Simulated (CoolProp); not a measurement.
Saturation properties of chlorine.

Computed with CoolProp (reference Helmholtz-energy equation of state, Thol 2021).

| T (K) | p (MPa) | liquid density (kg/m³) | vapour density (kg/m³) | enthalpy of vaporisation (kJ/kg) | liquid cp (kJ/(kg K)) |
|---|---|---|---|---|---|
| 201.5 | 0.01349 | 1666 | 0.5742 | 307.2 | 0.9391 |
| 218.3 | 0.03652 | 1621 | 1.445 | 298.4 | 0.9376 |
| 235.1 | 0.08430 | … | 3.131 | 289.3 | … |
| 251.9 | 0.1718 | 1528 | 6.049 | 279.5 | 0.9459 |
| 268.7 | 0.3173 | 1481 | 10.70 | 269.0 | 0.9574 |
| 285.5 | 0.5415 | 1431 | … | 257.5 | 0.9749 |
| 302.2 | … | 1380 | … | 244.7 | 0.9995 |
| 319 | 1.313 | 1325 | 41.40 | … | 1.034 |
| 335.8 | 1.909 | 1266 | 60.26 | 213.9 | 1.082 |
| 352.6 | 2.675 | 1201 | 85.83 | 195.0 | … |

**Question.** Fill in the missing entries.

**Answer.** 
- 235.1, liquid density (kg/m³): 1575
- 235.1, liquid cp (kJ/(kg K)): 0.9396
- 285.5, vapour density (kg/m³): 17.66
- 302.2, p (MPa): 0.8645
- 302.2, vapour density (kg/m³): 27.57
- 319, enthalpy of vaporisation (kJ/kg): 230.3
- 352.6, liquid cp (kJ/(kg K)): 1.153

It boils at 239.2 K under 1 atm.
